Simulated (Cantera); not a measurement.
Charge: 1 mol SiCl4, 0.0049 mol C3H8, 39 mol H2, held at 13.3 mbar.

Equilibrium computed with Cantera from the NASA thermochemical tables; the gas is ideal and each condensed phase is pure. Candidate condensed phases: C, C6H6, C7H8, C8H18, Si, SiC; 109 gas species. Mutual solubility and eutectic melting of coexisting phases are not modelled. The tables' values for SiCl3, SiCl are old estimates; treat these amounts as uncertain. Gases not in the tables: Si2H6 and higher silanes. The numbers say what is thermodynamically allowed, not how fast it happens.

log p: log10 of the partial pressure in bar; n: condensed amount in mol.

```csv
T (K),log p H2,log p HCl,log p SiCl2,log p SiCl4,n Si(s),n SiC(s),n Si(l)
1023,-1.90,-3.47,-4.79,-3.74,0.163,0.0147,0
1123,-1.90,?,?,?,?,0.0147,0
1223,-1.91,-3.09,-3.88,-4.54,0.381,0.0147,0
1323,-1.91,-3.05,-3.76,-5.30,0.383,0.0147,0
1423,-1.91,-3.05,-3.71,-6.06,0.364,0.0147,0
1523,-1.91,-3.06,-3.69,-6.75,0.341,0.0147,0
1623,-1.91,-3.06,-3.67,-7.36,0.319,0.0147,0
1723,-1.91,-3.06,-3.67,-7.90,0,0.0147,0.319
1823,-1.91,-3.05,-3.71,?,0,0.0145,0.350
1923,-1.92,-3.04,-3.74,-8.82,0,0.0136,0.340
```

Complete the blanks.


- 1123, log p HCl: -3.22
- 1123, log p SiCl2: -4.20
- 1123, log p SiCl4: -4.00
- 1123, n Si(s): 0.307
- 1823, log p SiCl4: -8.38
